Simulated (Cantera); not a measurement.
Feed: 1 mol FeS, 0.058 mol H2S, 0.22 mol O2, at 2.00 bar.

Points: T (K) = 948, 1023, 1098, 1173, 1248, 1323, 1398, 1473, 1548.

Cantera's Mixture.equilibrate('TP', solver="vcs", rtol=1e-11, max_steps=5000) on the NASA tables stopped like this:

```
*******************************************************************************
CanteraError thrown by VCS_SOLVE::solve_tp_inner:
vcs_solve_TP: ERROR on step change wt[22:Fe2O3(s)]: -3.469446951953614e-18 < 0.0
*******************************************************************************
```

Question: What got this run through?

Answer: One answer among several that fit: The failure is numerical, not chemical. The same input converged with solver="gibbs", rtol=1e-10, max_steps=50000, and the result passed a check of the equilibrium conditions:
```
log10 of partial pressures in bar; condensed amounts in mol
       T/K       SO2       H2O        S2       H2S        H2       S2O        SO        SH    FeO(s)    FeS(c)    FeS(L)  Fe3O4(s)
       948     0.140    -0.239    -1.612    -1.841    -3.425    -2.362    -4.862    -5.819         0    0.9157         0   0.02811
      1023     0.136    -0.240    -1.455    -1.816    -3.116    -2.262    -4.334    -5.284         0    0.9142         0    0.0286
      1098     0.132    -0.242    -1.320    -1.794    -2.847    -2.177    -3.878    -4.822         0    0.9125         0   0.02917
      1173     0.127    -0.244    -1.203    -1.773    -2.611    -2.103    -3.482    -4.419         0    0.9105         0   0.02983
      1248     0.121    -0.247    -1.101    -1.756    -2.403    -2.039    -3.134    -4.065         0    0.9083         0   0.03056
      1323     0.115    -0.250    -1.013    -1.742    -2.218    -1.985    -2.827    -3.752         0    0.9059         0   0.03136
      1398     0.109    -0.254    -0.936    -1.730    -2.053    -1.939    -2.554    -3.473         0    0.9034         0   0.03221
      1473     0.111    -0.283    -0.856    -1.741    -1.931    -1.885    -2.302    -3.231    0.1121         0    0.8879         0
      1548     0.101    -0.290    -0.783    -1.724    -1.795    -1.842    -2.080    -2.999    0.1164         0    0.8836         0
```

The gas is ideal and each condensed phase is pure. Metal and sulfide melt together well below either melting point, which pure phases cannot show. Mutual solubility and eutectic melting of coexisting phases are not modelled. The tables' stoichiometric FeO is somewhat more stable than real wüstite, so its field is too wide. FeO, FeS: taken at fixed stoichiometry. Gases not in the tables: S3 to S7.
